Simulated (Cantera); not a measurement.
A Cantera script and its output.

```python
import numpy as np
import cantera as ct

gas = ct.Solution("gri30.yaml")
gas.TPX = 1098, 1333, {'C2H6': 1, 'N2': 58}
reactor = ct.IdealGasConstPressureReactor(gas, energy="off", clone=False)
net = ct.ReactorNet([reactor])
net.rtol, net.atol = 1e-08, 1e-18
show = ['C2H6', 'CH4', 'CH3', 'C2H4', 'HCN', 'H2', 'H']
times = np.geomspace(4e-06, 100, 9)

steps = ct.SolutionArray(gas, extra=["t"])
rows = []
print(f"{'t/s':>10s}{'T/K':>9s}{'P/Pa':>11s}" + "".join(f"{s:>11s}" for s in show))
for t in times:
    while net.time < t:
        t_next = net.step()
        steps.append(gas.state, t=t_next)
    rows.append([np.interp(t, steps.t, y) for y in (steps.T, steps.P, *steps(*show).X.T)])
    print(f"{t:10.3e}{rows[-1][0]:9.1f}{rows[-1][1]:11.4g}" + "".join(f"{x:11.3e}" for x in rows[-1][2:]))
rate = np.gradient(steps.T, steps.t)
print("integrator steps:", len(steps.t))
if steps.T.max() > steps.T[0] + 200:
    print(f"time of steepest temperature rise: {steps.t[rate.argmax()]:.4e} s")
gas.TPX = 1098, 1333, {'C2H6': 1, 'N2': 58}
gas.equilibrate("TP")
print(f"equilibrium (TP): T = {gas.T:.1f} K  " + "  ".join(f"{s} {gas[s].X[0]:.3e}" for s in show))
```

It prints:

```
       t/s      T/K       P/Pa       C2H6        CH4        CH3       C2H4        HCN         H2          H
 4.000e-06   1098.0       1333  1.695e-02  4.197e-14  8.480e-10  1.676e-16  1.414e-29  6.704e-16  6.175e-14
 3.364e-05   1098.0       1333  1.695e-02  2.976e-12  7.128e-09  3.831e-14  7.747e-27  4.686e-14  5.149e-13
 2.828e-04   1098.0       1333  1.695e-02  2.091e-10  5.976e-08  1.761e-11  4.527e-24  7.336e-12  1.468e-11
 2.378e-03   1098.0       1333  1.695e-02  1.452e-08  4.897e-07  9.220e-09  1.632e-20  7.437e-09  1.823e-09
 2.000e-02   1098.0       1333  1.694e-02  8.923e-07  3.343e-06  4.698e-06  1.552e-14  4.565e-06  1.206e-07
 1.682e-01   1098.0       1333  1.634e-02  4.285e-05  1.706e-05  5.554e-04  3.780e-11  5.399e-04  9.615e-07
 1.414e+00   1098.0       1333  9.579e-03  7.186e-04  1.545e-05  6.605e-03  1.510e-10  6.735e-03  1.430e-06
 1.189e+01   1098.0       1333  1.381e-04  2.002e-03  1.257e-06  1.108e-02  2.109e-10  1.887e-02  6.674e-07
 1.000e+02   1098.0       1333  1.732e-06  2.019e-03  1.403e-07  7.405e-03  2.107e-10  2.266e-02  8.945e-08
integrator steps: 1047
equilibrium (TP): T = 1098.0 K  C2H6 3.241e-08  CH4 1.592e-03  CH3 3.602e-08  C2H4 1.392e-04  HCN 2.095e-02  H2 3.032e-02  H 3.754e-08
```

Model: GRI-Mech 3.0 (53 species, 325 reactions), integrated in Cantera. GRI-Mech 3.0 stops at C3 and has no aromatics, soot or wall deposition, so with more carbon than oxygen in the feed, carbon stays in small species such as C2H2 where larger ones or solid carbon would form. Radical loss at walls, strong at low pressure, is not modelled.
